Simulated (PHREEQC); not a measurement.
Consider water at 76 °C with 39 mmol/kgw H2SO4, 0.035 mmol/kgw ZnSO4 and 22 mmol/kgw CuCl2. Closed to the air; pH follows from the charge balance.

Equilibrium calculation in PHREEQC: ion-association model, wateq4f.dat.

```
Property                 Result
----------------  -------------
pH                         1.42
ionic strength    0.101 mol/kgw
total alkalinity   -78.0 meq/kg
```

```csv
species,molality,activity,log γ
H+,0.0467,0.0379,-0.091
Cl-,0.0391,0.0290,-0.129
HSO4-,0.0313,0.0237,-0.121
Cu+2,0.0147,0.00536,-0.437
SO4-2,0.00521,0.00176,-0.472
CuCl+,0.00472,0.00353,-0.126
CuSO4,0.00254,0.00260,0.010
```

No solid was allowed to form. Constants without temperature data keep their 25 °C values here.
